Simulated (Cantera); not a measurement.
Charge: 1 mol TEOS, 0.7 mol NO, 190 mol N2, equilibrated at 7.90e-5 bar.

These are equilibrium values from Cantera (NASA tables, ideal gas, pure condensed phases), not measurements of a reactor. Candidate condensed phases: C, C6H6, C7H8, C8H18, H2O, Si, SiC, SiO2, Si2N2O, Si3N4; 151 gas species. The feed counts by its element totals alone. Rates play no part.

x: gas mole fraction; n: condensed amount in mol.

| T (°C) | x N2 | x H2 | x CO | x H | x HCN | n C(graphite) | n Si2N2O(s) | n SiC(s) |
|---|---|---|---|---|---|---|---|---|
| 677 | 0.930 | 0.0490 | 0.0206 | (withheld) | 4.77e-7 | 3.80 | 0.500 | 0 |
| 727 | 0.930 | 0.0490 | 0.0206 | (withheld) | 1.11e-6 | 3.80 | 0.500 | 0 |
| 777 | 0.930 | 0.0490 | 0.0206 | (withheld) | 2.37e-6 | 3.80 | 0.500 | 0 |
| 827 | 0.930 | 0.0490 | 0.0206 | (withheld) | 4.75e-6 | 3.80 | 0.500 | 0 |
| 877 | 0.930 | 0.0490 | 0.0206 | (withheld) | 8.92e-6 | 3.80 | 0.500 | 0 |
| 927 | 0.930 | 0.0490 | 0.0206 | (withheld) | 1.59e-5 | 3.80 | 0.500 | 0 |
| 977 | 0.930 | 0.0490 | 0.0206 | (withheld) | 2.71e-5 | 3.80 | 0.499 | 0 |
| 1027 | 0.928 | 0.0487 | 0.0229 | (withheld) | 4.40e-5 | 2.30 | 0 | 0.997 |
| 1077 | 0.928 | 0.0487 | 0.0229 | (withheld) | 6.93e-5 | 2.29 | 0 | 0.995 |
| 1127 | 0.928 | 0.0487 | 0.0229 | (withheld) | 0.000105 | 2.29 | 0 | 0.994 |
| 1177 | 0.928 | 0.0486 | 0.0229 | (withheld) | 0.000156 | 2.28 | 0 | 0.993 |
| 1227 | 0.928 | 0.0484 | 0.0229 | (withheld) | 0.000224 | 2.27 | 0 | 0.991 |
| 1277 | 0.928 | 0.0482 | 0.0229 | (withheld) | 0.000314 | 2.26 | 0 | 0.988 |

Question: Complete the blanks.

Answer: 
- 677, x H: 1.39e-8
- 727, x H: 5.65e-8
- 777, x H: 2.02e-7
- 827, x H: 6.44e-7
- 877, x H: 1.86e-6
- 927, x H: 4.91e-6
- 977, x H: 1.20e-5
- 1027, x H: 2.75e-5
- 1077, x H: 5.92e-5
- 1127, x H: 0.000121
- 1177, x H: 0.000234
- 1227, x H: 0.000436
- 1277, x H: 0.000778
